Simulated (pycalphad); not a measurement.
Source of the numbers: pycalphad with the COST 507 light-alloy database (1999); pressure 1 atm. These are 1990s assessments: newer ones move some temperatures and phases. Diffusion is slow at the low end, where real alloys seldom reach equilibrium.

**Al-0.4261Si-1.9C (wt.%): equilibrium cooling sequence**

```json
[
 {"T (K)": "930.8", "phases above": "AL4C3 + liquid", "phases below": "AL4C3 + fcc + liquid"},
 {"T (K)": "927.8", "phases above": "AL4C3 + fcc + liquid", "phases below": "AL4C3 + AL8SIC7 + fcc"}
]
```

Changes were sought between steps of 25 K, so a narrower field can be missed. At the top of the range, 1850 K, the alloy is not yet fully liquid: it holds liquid + AL4C3.

Database names, with the compositions (at.%) that they take in these runs: AL4C3: Al 57 C 43; AL8SIC7: Al 50 C 44 Si 6.
